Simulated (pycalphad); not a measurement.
Effect of Si content in Ti-V-Si

Source of the numbers: pycalphad with the COST 507 light-alloy database (1999); pressure 1 atm. These are 1990s assessments: newer ones move some temperatures and phases. The system is extrapolated from its subsystems; higher-order compounds may be missing. Amounts are mole fractions of atoms.

```json
[
 {"alloy": "Ti-4.82V-0.24Si (at.%)", "liquidus (K)": "1921", "first solid": "bcc", "solidus (K)": "1895", "phases at 1150 K": "bcc 1.00"},
 {"alloy": "Ti-4.82V-0.94Si (at.%)", "liquidus (K)": "1909", "first solid": "bcc", "solidus (K)": "1821", "phases at 1150 K": "bcc 1.00"},
 {"alloy": "Ti-4.82V-1.41Si (at.%)", "liquidus (K)": "1900", "first solid": "bcc", "solidus (K)": "1783", "phases at 1150 K": "bcc 1.00"},
 {"alloy": "Ti-4.82V-3.76Si (at.%)", "liquidus (K)": "1857", "first solid": "bcc", "solidus (K)": "1669", "phases at 1150 K": "bcc 0.93, SITI3 0.07"}
]
```

Database names, with the compositions (at.%) that they take in these runs: SITI3: Ti 75 Si 25.
